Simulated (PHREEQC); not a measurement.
Make-up at 25 °C: 0.0074 mol/kgw H3PO4, 0.19 mol/kgw K2HPO4 and 0.027 mol/kgw H3AsO4. Closed to the air; pH follows from the charge balance.

The numbers come from PHREEQC with the ion-association model, wateq4f.dat.

No solid was allowed to form.

Order these P species by the share of P that they hold, largest first: KHPO4-, H2PO4-, HPO4-2.

HPO4-2 (61 %), H2PO4- (30 %), KHPO4- (8.7 %)

The pH is 7.01 and the ionic strength 0.501 mol/kgw. H3PO4, which wateq4f.dat lacks, is added to it with the constant of phreeqc.dat.
